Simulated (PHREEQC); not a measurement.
A solution holds 150 mmol/kgw KHCO3 and 27 mmol/kgw Na2HPO4, at 20 °C. Closed to the air; pH follows from the charge balance.

Computed with PHREEQC (ion-association model, phreeqc.dat).

```json
[
 {"quantity": "pH", "before": "8.17", "after": "8.79"},
 {"quantity": "ionic strength (mol/kgw)", "before": "0.224", "after": "0.253"},
 {"quantity": "Na+ (mol/kgw)", "before": "0.0507", "after": "0.0711"},
 {"quantity": "H2PO4- (mol/kgw)", "before": "0.00103", "after": "0.000240"},
 {"quantity": "NaHPO4- (mol/kgw)", "before": "0.000671", "after": "0.000927"}
]
```

### Question
Which change was made?
A. diluted 100-fold with water
B. Na2HPO4 from 0.027 to 0.0243 mol/kgw
C. KHCO3 from 0.15 to 0.03 mol/kgw
D. diluted 5-fold with water
E. 0.012 mol/kgw Na2CO3 added

### Answer
E, 0.012 mol/kgw Na2CO3 added

No solid was allowed to form.
